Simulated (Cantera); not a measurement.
An adiabatic, constant-volume homogeneous reactor starts with CH4 : CO : O2 : N2 = 1 : 0.19 : 0.998 : 2.89 (molar parts), at 1475 K and 1.18 atm. Integrator tolerance rtol = 1e-08.

Detailed kinetics in Cantera: GRI-Mech 3.0 (53 species, 325 reactions).

### Question
What does this change do: pressure from 1.18 atm to 2.86 atm?

### Answer
| quantity | before | after |
|---|---|---|
| time of steepest temperature rise | 1.54 ms | 0.794 ms |
| temperature at 9.00 s | 2820 K | 2870 K |
| equilibrium temperature | 2820 K | 2870 K |
| x(CH4) at 9.00 s | 5.37e-11 (gas-phase equilibrium 6.04e-11) | 2.84e-10 (gas-phase equilibrium 3.19e-10) |
| x(CO) at 9.00 s | 0.174 (gas-phase equilibrium 0.174) | 0.174 (gas-phase equilibrium 0.174) |
| x(O2) at 9.00 s | 0.000122 (gas-phase equilibrium 0.000122) | 7.28e-5 (gas-phase equilibrium 7.28e-5) |
| x(C2H) at 9.00 s | <1e-12 (gas-phase equilibrium <1e-12) | <1e-12 (gas-phase equilibrium <1e-12) |
| x(OH) at 9.00 s | 0.00492 (gas-phase equilibrium 0.00492) | 0.00393 (gas-phase equilibrium 0.00393) |
| x(C2H6) at 9.00 s | <1e-12 (gas-phase equilibrium <1e-12) | <1e-12 (gas-phase equilibrium <1e-12) |
